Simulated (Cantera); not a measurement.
Input: 1 mol CH3Cl, held at 3.50e-5 bar.

Method: chemical equilibrium by Gibbs-energy minimisation in Cantera with the NASA 1993 tables (ideal gas, pure condensed phases). Candidate condensed phases: C, C6H6, C7H8, C8H18; 91 gas species. Rates play no part.

At 2500 °C, list the 5 most abundant gas species with their mole fractions, and the condensed phases.

H 0.659, Cl 0.221, C 0.0583, C3 0.0468, C2 0.0109. Condensed: gas only.
